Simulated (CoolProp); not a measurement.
Model: reference Helmholtz-energy equation of state, Lemmon 2009, in CoolProp.

Task: For propane, give the phase and the Joule-Thomson coefficient (K/MPa) at 49.45 °C and 0.101 MPa; 265.65 °C and 0.101 MPa.

Result: 
- 49.45 °C and 0.101 MPa: gas; Joule-Thomson coefficient 13.5
- 265.65 °C and 0.101 MPa: gas; Joule-Thomson coefficient 3.23
